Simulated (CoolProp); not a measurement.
The fluid at 293.15 K and 3.16 MPa (gas) is heated at constant pressure to 459.5 K. The same conditions are run with several fluids, on thermodynamics alone (safety and materials aside).

Computed with CoolProp (reference Helmholtz-energy equation of state of each fluid (carbon dioxide: Span 1996; dry air: Lemmon 2000; CF4 (R14): Platzer 1990; oxygen: Schmidt 1985)). The equations of Platzer and Polt are older, rougher fits. Blends and air are pseudo-pure fits.

Question: Rank carbon dioxide, dry air, CF4 (R14), oxygen by heat (kJ/kg), highest first.

Answer: carbon dioxide (177), dry air (173), oxygen (161), CF4 (R14) (140)

```json
[
 {"fluid": "carbon dioxide", "final density (kg/m³)": "37.6"},
 {"fluid": "dry air", "final density (kg/m³)": "23.7"},
 {"fluid": "CF4 (R14)", "final density (kg/m³)": "73.2"},
 {"fluid": "oxygen", "final density (kg/m³)": "26.4"}
]
```

Above 300 K oxygen's equation is extrapolated.
